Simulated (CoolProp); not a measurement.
Values from CoolProp's reference Helmholtz-energy equation of state, Lemmon 2005. It is a short technical equation, of lower accuracy than the large ones.

Give the vapour pressure (kPa), vapour density (kg/m³), liquid cp (kJ/(kg K)) of saturated isobutene at -25.55, -11.65 °C.


| T (°C) | p (kPa) | vapour density (kg/m³) | liquid cp (kJ/(kg K)) |
|---|---|---|---|
| -25.55 | 46.0 | 1.29 | 2.15 |
| -11.65 | 84.2 | 2.26 | 2.20 |
